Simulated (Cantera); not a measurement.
Input: 1 mol Pb, 0.4 mol H2, a varied amount of O2, at 723.15 K and 0.160 bar.

Equilibrium computed with Cantera from the NASA thermochemical tables; the gas is ideal and each condensed phase is pure. Candidate condensed phases: H2O, Pb, PbO, PbO2, Pb3O4; 12 gas species. Kinetics and transport are ignored.

log p: log10 of the partial pressure in bar; n: condensed amount in mol.

```csv
n(O2) (mol),log p H2O,log p O2,log p H2,log p Pb,n Pb(l),n PbO(red)
0.11,-1.06,<-12,-1.14,-8.51,1.00,0
0.22,-0.80,<-12,-5.18,-8.51,0.960,0.0400
0.33,-0.80,<-12,-5.18,-8.51,0.740,0.260
0.44,-0.80,<-12,-5.18,-8.51,0.520,0.480
0.56,-0.80,<-12,-5.18,-8.51,___,___
0.67,-0.80,<-12,-5.18,-8.51,0.0600,0.940
0.78,-0.88,-1.57,<-12,<-12,0,1.00
0.9,___,___,<-12,<-12,0,1.00
1,-1.04,-1.16,<-12,<-12,0,1.00
1.1,-1.10,-1.10,<-12,<-12,0,1.00
```

Q: Some entries are withheld; supply them.

A: 
- 0.9, log p H2O: -0.97
- 0.9, log p O2: -1.27
- 0.56, n Pb(l): 0.280
- 0.56, n PbO(red): 0.720
